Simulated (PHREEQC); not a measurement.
Consider water at 15 °C with 4.3 mmol/kgw (NH4)2HPO4. Closed to the air; pH follows from the charge balance.

Computed with PHREEQC (ion-association model, wateq4f.dat).

No solid was allowed to form.

**Question.** What pH, ionic strength does the model give?

**Answer.** pH 8.19; ionic strength 0.0123 mol/kgw.

**Question.** In which forms is P present?

**Answer.** HPO4-2 93 %, H2PO4- 7.4 % of the P.

H3PO4, which wateq4f.dat lacks, is added to it with the constant of phreeqc.dat.
